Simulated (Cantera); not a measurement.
An isothermal, constant-pressure homogeneous reactor starts with 69.0 % NO, 31.0 % N₂, at 1973 K and 28.5 Torr.

Model: GRI-Mech 3.0 (53 species, 325 reactions), integrated in Cantera. Radical loss at walls, strong at low pressure, is not modelled.

**Question.** Predict: x(NO) at 8.00 s; x(NO₂) at 8.00 s; x(N₂O) at 8.00 s; x(O) at 8.00 s; x(N₂) at 8.00 s; x(O₂) at 8.00 s.

**Answer.** 
```json
{
  "x(NO) at 8.00 s": "0.259 (gas-phase equilibrium 0.00824)",
  "x(NO₂) at 8.00 s": "9.10e-5 (gas-phase equilibrium 3.68e-6)",
  "x(N₂O) at 8.00 s": "1.87e-5 (gas-phase equilibrium 8.22e-8)",
  "x(O) at 8.00 s": "0.00133 (gas-phase equilibrium 0.00163)",
  "x(N₂) at 8.00 s": "0.525 (gas-phase equilibrium 0.651)",
  "x(O₂) at 8.00 s": "0.214 (gas-phase equilibrium 0.340)"
}
```
